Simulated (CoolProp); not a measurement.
Vapour-liquid equilibrium of R22 (1) + n-hexane (2) at 312.2 K; x and y are mole fractions of (1).

Model: multi-fluid Helmholtz-energy mixture model, Kamei 1995 and Thol 2019; pair parameters Bell 2016, in CoolProp.

Question: Give the bubble pressure and the first vapour's composition at x = 0.15, 0.35, 0.85. Is there an azeotrope?

Answer: x = 0.15: 0.3180 MPa, y = 0.891; x = 0.35: 0.6389 MPa, y = 0.950; x = 0.85: 1.257 MPa, y = 0.988. No azeotrope shows between x = 0.05 and 0.95.

Pair parameters are fitted to limited data, so mixtures are less certain than the pure fluids. The gap from Raoult's law changes sign with composition, which may be real or a fault of the pair parameters; it wasn't checked against measurements.
